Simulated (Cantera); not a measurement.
Charge: 1 mol Si, 4.7 mol N₂O, 1.4 mol N₂, 2 mol O₂, equilibrated at 97.0 Pa.

These are equilibrium values from Cantera (NASA tables, ideal gas, pure condensed phases), not measurements of a reactor. Candidate condensed phases: Si, SiO₂, Si₂N₂O, Si₃N₄; 16 gas species. The tables hold silica as quartz up to 1696 K and as liquid above; real silica turns to tridymite and cristobalite and melts near 1996 K. Rates play no part.

Question: At 1423 K, list the 4 most abundant gas species with their mole fractions, and the condensed phases.

Answer: N₂ 0.645, O₂ 0.354, NO 0.000966, O 2.57e-5. Condensed: SiO₂(β-quartz).
